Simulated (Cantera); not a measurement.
Cantera run, input and output.

```python
import numpy as np
import cantera as ct

gas = ct.Solution("gri30.yaml")
gas.TPX = 473, 101325, {'CH4': 1, 'CO': 0.11, 'O2': 2.39, 'N2': 8.98}
flame = ct.FreeFlame(gas, width=0.04)
flame.set_refine_criteria(ratio=3, slope=0.08, curve=0.16)
flame.transport_model = "mixture-averaged"
flame.solve(loglevel=0, auto=True)
z, T = flame.grid, flame.T
thick = (T[-1] - T[0]) / np.gradient(T, z).max()
show = ['CH4', 'CO', 'O2', 'CH2CO', 'NO2', 'H']
print(f"laminar burning velocity  {flame.velocity[0] * 100:.3f} cm/s")
print(f"burnt temperature         {T[-1]:.1f} K")
print(f"thermal thickness         {thick * 1e3:.4f} mm")
print(f"grid points               {len(z)}")
z0 = z[flame.heat_release_rate.argmax()]
print(f"{'z/mm':>9s}{'T/K':>9s}{'u/(m/s)':>9s}" + "".join(f"{s:>11s}" for s in show))
rows = []
for k in (-3, -2, -1.5, -1, -0.5, -0.25, 0, 0.25, 0.5, 1, 2, 4, 8):
    zz = z0 + k * thick
    rows.append([k * thick, np.interp(zz, z, T), np.interp(zz, z, flame.velocity),
                 *(np.interp(zz, z, flame.X[gas.species_index(s)]) for s in show)])
    print(f"{rows[-1][0] * 1e3:9.3f}{rows[-1][1]:9.1f}{rows[-1][2]:9.3f}" + "".join(f"{x:11.3e}" for x in rows[-1][3:]))
```

It prints:

```
laminar burning velocity  74.655 cm/s
burnt temperature         2204.3 K
thermal thickness         0.3887 mm
grid points               144
     z/mm      T/K  u/(m/s)        CH4         CO         O2      CH2CO        NO2          H
   -1.166    473.1    0.747  8.008e-02  8.811e-03  1.914e-01  1.263e-10  4.098e-11  4.610e-14
   -0.777    474.5    0.750  7.989e-02  8.823e-03  1.911e-01  3.384e-09  7.578e-10  7.419e-12
   -0.583    480.7    0.761  7.938e-02  8.913e-03  1.905e-01  2.932e-08  4.775e-09  2.041e-10
   -0.389    528.7    0.840  7.630e-02  9.826e-03  1.870e-01  4.956e-07  4.135e-08  3.859e-08
   -0.194    880.2    1.414  5.586e-02  1.891e-02  1.592e-01  1.275e-05  6.793e-08  6.028e-05
   -0.097   1274.3    2.063  3.147e-02  3.190e-02  1.221e-01  4.983e-05  2.025e-08  5.305e-04
    0.000   1653.4    2.690  7.541e-03  4.414e-02  7.783e-02  6.488e-05  6.132e-09  2.453e-03
    0.097   1809.6    2.938  5.194e-04  3.973e-02  5.255e-02  1.023e-05  2.483e-09  4.655e-03
    0.194   1862.1    3.010  1.856e-05  3.040e-02  4.395e-02  4.361e-07  2.657e-09  5.391e-03
    0.389   1927.1    3.096  3.419e-08  2.077e-02  3.873e-02  8.764e-10  3.348e-09  4.923e-03
    0.777   2005.3    3.204  6.056e-13  1.506e-02  3.532e-02  2.470e-14  4.859e-09  3.358e-03
    1.555   2083.4    3.314  8.740e-18  1.116e-02  3.256e-02  7.234e-20  8.261e-09  1.756e-03
    3.110   2145.5    3.399  1.937e-18  7.436e-03  3.027e-02  1.206e-20  1.524e-08  7.866e-04
```

Computed with Cantera and GRI-Mech 3.0 (53 species, 325 reactions). Burning velocities carry a grid error of a few per cent, more on coarse grids.
